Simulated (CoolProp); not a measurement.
Properties of n-perfluorohexane at several states (Tc = 448.0 K, pc = 17.42 bar, ω = 0.497).

Values from CoolProp's reference Helmholtz-energy equation of state, Gao 2022.

| T (K) | p (bar) | phase | Z | speed of sound (m/s) | Joule-Thomson coefficient (K/MPa) |
|---|---|---|---|---|---|
| 206.2 | 7.4 | liquid | 0.07542 | 758.7 | -0.3995 |
| 270.4 | 0.442 | liquid | 0.003787 | 589.4 | -0.3238 |
| 266.3 | 0.765 | liquid | 0.006612 | 600.4 | -0.3300 |
